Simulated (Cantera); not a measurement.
A closed system holds: 1 mol TEOS, 5.6 mol H2O, 0.48 mol H2, 0.14 mol O3, at 10.0 mbar.

Method: chemical equilibrium by Gibbs-energy minimisation in Cantera with the NASA 1993 tables (ideal gas, pure condensed phases). Candidate condensed phases: C, C6H6, C7H8, C8H18, H2O, Si, SiC, SiO2; 123 gas species. The feed counts by its element totals alone. The tables hold silica as quartz up to 1696 K and as liquid above; real silica turns to tridymite and cristobalite and melts near 1996 K. Equilibrium is a limit: real reactors are often held back by kinetics, nucleation or transport.

### Question
Which condensed phases are stable at each of these points (T (K)): 500, 600, 700, 800, 900, 1000, 1100, 1200, 1300, 1400, 1500?

### Answer
| T (K) | condensed phases | Si condensed (%) |
|---|---|---|
| 500 | C(graphite) + SiO2(α-quartz) | 100.0 |
| 600 | C(graphite) + SiO2(α-quartz) | 100.0 |
| 700 | C(graphite) + SiO2(α-quartz) | 100.0 |
| 800 | C(graphite) + SiO2(α-quartz) | 100.0 |
| 900 | C(graphite) + SiO2(β-quartz) | 100.0 |
| 1000 | C(graphite) + SiO2(β-quartz) | 100.0 |
| 1100 | SiO2(β-quartz) | 100.0 |
| 1200 | SiO2(β-quartz) | 100.0 |
| 1300 | SiO2(β-quartz) | 100.0 |
| 1400 | SiO2(β-quartz) | 100.0 |
| 1500 | SiO2(β-quartz) | 99.7 |

From 500 K to 800 K the condensed part is C(graphite) + SiO2(α-quartz). From 900 K to 1000 K the condensed part is C(graphite) + SiO2(β-quartz). From 1100 K to 1500 K the condensed part is SiO2(β-quartz).
